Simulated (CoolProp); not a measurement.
Saturation properties of n-perfluorohexane.

The numbers come from the reference Helmholtz-energy equation of state, Gao 2022 in CoolProp.

| T (°C) | p (MPa) | vapour density (kg/m³) | enthalpy of vaporisation (kJ/kg) |
|---|---|---|---|
| -28.65 | [?] | 0.2366 | 106.4 |
| -14.85 | 0.003613 | 0.5714 | [?] |
| -1.05 | 0.008163 | 1.231 | 99.64 |
| 12.75 | [?] | 2.414 | 96.21 |
| 26.55 | [?] | 4.383 | 92.72 |
| 40.35 | 0.05526 | 7.464 | 89.10 |
| 54.15 | 0.09151 | 12.07 | 85.32 |
| 67.95 | 0.1441 | 18.69 | 81.31 |
| 81.75 | 0.2176 | 28.00 | 77.02 |
| 95.55 | 0.3167 | 40.84 | 72.34 |

Task: Fill in the missing entries.

Result: 
- -28.65, p (MPa): 0.001420
- -14.85, enthalpy of vaporisation (kJ/kg): 103.0
- 12.75, p (MPa): 0.01670
- 26.55, p (MPa): 0.03146

It boils at 57.1 °C under 1 atm.
